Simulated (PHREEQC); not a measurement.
Make-up at 85 °C: 0.096 mol NiSO4 per kg of water. Closed to the air; pH follows from the charge balance.

The numbers come from PHREEQC with the ion-association model, wateq4f.dat.

No solid was allowed to form.

Question: Predict the pH, ionic strength.

Answer: pH 5.53; ionic strength 0.196 mol/kgw.

Question: In which forms is Ni present?

Answer: Ni+2 51 %, NiSO4 49 % of the Ni.

Away from 25 °C the constants follow the database's enthalpies or fits; those with neither stay at their 25 °C values.
